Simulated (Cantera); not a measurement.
An isothermal, constant-pressure homogeneous reactor starts with H₂ : O₂ : N₂ = 0.71 : 1 : 0.7 (molar parts), equivalence ratio 0.35, at 848 K and 0.385 atm. Integrator tolerance rtol = 1e-08.

Model: the H2/O2 subset of GRI-Mech 3.0, which has no nitrogen chemistry, integrated in Cantera. Below about 950 K walls govern HO2 and H2O2 in real vessels. The temperature is held fixed by assumption; the heat of reaction is taken as removed at once.

Task: What does this change do: temperature 848 to 1100 K?

Result: 
| quantity | before | after |
|---|---|---|
| x(H₂) at 10.0 s | 0.197 (gas-phase equilibrium <1e-12) | 1.31e-9 (gas-phase equilibrium 1.31e-9) |
| x(O₂) at 10.0 s | 0.381 (gas-phase equilibrium 0.314) | 0.314 (gas-phase equilibrium 0.314) |
| x(OH) at 10.0 s | 1.19e-8 (gas-phase equilibrium 9.05e-9) | 1.77e-6 (gas-phase equilibrium 1.77e-6) |
| x(HO₂) at 10.0 s | 3.15e-5 (gas-phase equilibrium 1.05e-10) | 7.92e-9 (gas-phase equilibrium 7.92e-9) |
| x(H₂O₂) at 10.0 s | 0.00204 (gas-phase equilibrium 3.45e-11) | 1.09e-9 (gas-phase equilibrium 1.09e-9) |
| x(H₂O) at 10.0 s | 0.113 (gas-phase equilibrium 0.345) | 0.345 (gas-phase equilibrium 0.345) |

Task: What does this change do: temperature 848 to 1225 K?

Result: 
```tsv
quantity	before	after
x(H₂) at 10.0 s	0.197 (gas-phase equilibrium <1e-12)	2.10e-8 (gas-phase equilibrium 2.10e-8)
x(O₂) at 10.0 s	0.381 (gas-phase equilibrium 0.314)	0.314 (gas-phase equilibrium 0.314)
x(OH) at 10.0 s	1.19e-8 (gas-phase equilibrium 9.05e-9)	1.09e-5 (gas-phase equilibrium 1.09e-5)
x(HO₂) at 10.0 s	3.15e-5 (gas-phase equilibrium 1.05e-10)	3.50e-8 (gas-phase equilibrium 3.50e-8)
x(H₂O₂) at 10.0 s	0.00204 (gas-phase equilibrium 3.45e-11)	3.61e-9 (gas-phase equilibrium 3.61e-9)
x(H₂O) at 10.0 s	0.113 (gas-phase equilibrium 0.345)	0.345 (gas-phase equilibrium 0.345)
```
